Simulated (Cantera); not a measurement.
Charge: 1 mol FeCl₃, 1.6 mol HCl, 0.39 mol H₂, held at 1675 °C and 130 Pa.

Method: chemical equilibrium by Gibbs-energy minimisation in Cantera with the NASA 1993 tables (ideal gas, pure condensed phases). Candidate condensed phases: Fe, FeCl₂, FeCl₃; 11 gas species. The numbers say what is thermodynamically allowed, not how fast it happens.

Base state: HCl 0.603, FeCl₂ 0.269, Cl 0.104, H₂ 0.0185, H 0.00427, Fe 0.00170, FeCl 0.000110, Cl₂ 3.89e-5 (mole fractions); condensed: gas only.

Q: What changes in the equilibrium state with this change: H₂ from 0.39 to 0.78 mol?

A: 
| species | before | after |
|---|---|---|
| HCl | 0.603 | 0.610 |
| FeCl₂ | 0.269 | 0.241 |
| H₂ | 0.0185 | 0.0831 |
| Cl | 0.104 | 0.0497 |
| Cl₂ | 3.89e-5 | 8.88e-6 |
| Fe | 0.00170 | 0.00670 |
| FeCl₃ | 2.67e-5 | 1.15e-5 |
| H | 0.00427 | 0.00904 |
| FeCl | 0.000110 | 0.000207 |
